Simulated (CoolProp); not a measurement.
Oxygen along the isotherm 159.5 K: fugacity coefficient from the reference equation and from simpler models built on Tc = 154.6 K, pc = 5046 kPa, ω = 0.022; each cubic takes its own stable root.

Values from CoolProp's reference Helmholtz-energy equation of state, Schmidt 1985.

| p (kPa) | phase | reference |
|---|---|---|
| 841 | gas | 0.9499 |
| 1680 | gas | 0.9005 |
| 2520 | gas | 0.8516 |
| 3360 | gas | 0.8029 |
| 4210 | gas | 0.7535 |
| 5050 | supercritical | 0.7035 |
| 5890 | supercritical | 0.6498 |
| 6730 | supercritical | 0.5921 |
| 7570 | supercritical | 0.5439 |

How far does each simpler model (Redlich-Kwong, Soave-Redlich-Kwong, Peng-Robinson) lie from the reference over these 9 states: mean and median of the absolute difference, and the worst?


- Redlich-Kwong: mean 0.3 %, median 0.4 %, worst +0.6 % at 159.5 K and 7570 kPa
- Soave-Redlich-Kwong: mean 0.3 %, median 0.3 %, worst +0.7 % at 159.5 K and 7570 kPa
- Peng-Robinson: mean 2.9 %, median 3.3 %, worst -4.1 % at 159.5 K and 5890 kPa
